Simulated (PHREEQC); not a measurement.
Consider water at 45 °C with 1.5 mol HCl, 0.00013 mol ZnSO4 and 0.0039 mol CuCl2 per kg of water. Closed to the air; pH follows from the charge balance.

Equilibrium calculation in PHREEQC: ion-association model, phreeqc.dat.

Each row changes one thing in this solution. Precipitation was switched off in this run.

```json
[
 {"case": "as made", "pH": "-0.04", "CuCl+ (mol/kgw)": "0.00219", "Cu+2 (mol/kgw)": "0.00120", "CuCl2 (mol/kgw)": "0.000504", "HSO4- (mol/kgw)": "0.000125", "CuCl3- (mol/kgw)": "5.43e-6"},
 {"case": "ZnSO4 replaced by KHSO4 at the same molality", "pH": "-0.04", "CuCl+ (mol/kgw)": "0.00219", "Cu+2 (mol/kgw)": "0.00120", "CuCl2 (mol/kgw)": "0.000504", "HSO4- (mol/kgw)": "0.000125", "CuCl3- (mol/kgw)": "5.43e-6"},
 {"case": "0.02 mol/kgw Cd(NO3)2 added", "pH": "-0.04", "CuCl+ (mol/kgw)": "0.00218", "Cu+2 (mol/kgw)": "0.00123", "CuCl2 (mol/kgw)": "0.000485", "HSO4- (mol/kgw)": "0.000125", "CuCl3- (mol/kgw)": "5.08e-6"},
 {"case": "temperature from 45 to 85 °C", "pH": "-0.03", "CuCl+ (mol/kgw)": "0.00272", "Cu+2 (mol/kgw)": "0.000369", "CuCl2 (mol/kgw)": "0.000798", "HSO4- (mol/kgw)": "0.000128", "CuCl3- (mol/kgw)": "1.49e-5"},
 {"case": "temperature from 45 to 80 °C", "pH": "-0.03", "CuCl+ (mol/kgw)": "0.00269", "Cu+2 (mol/kgw)": "0.000425", "CuCl2 (mol/kgw)": "0.000771", "HSO4- (mol/kgw)": "0.000128", "CuCl3- (mol/kgw)": "1.35e-5"},
 {"case": "diluted 2-fold with water", "pH": "0.25", "CuCl+ (mol/kgw)": "0.000936", "Cu+2 (mol/kgw)": "0.000867", "CuCl2 (mol/kgw)": "0.000146", "HSO4- (mol/kgw)": "6.17e-5", "CuCl3- (mol/kgw)": "6.50e-7"},
 {"case": "diluted 10-fold with water", "pH": "0.92", "CuCl+ (mol/kgw)": "9.93e-5", "Cu+2 (mol/kgw)": "0.000286", "CuCl2 (mol/kgw)": "5.06e-6", "HSO4- (mol/kgw)": "1.15e-5", "CuCl3- (mol/kgw)": "3.89e-9"}
]
```

The ionic strength passes 0.7 mol/kgw, the rough limit of the ion-association models, in as made; ZnSO4 replaced by KHSO4 at the same molality; 0.02 mol/kgw Cd(NO3)2 added; temperature from 45 to 85 °C; temperature from 45 to 80 °C; diluted 2-fold with water. Constants without temperature data keep their 25 °C values here.
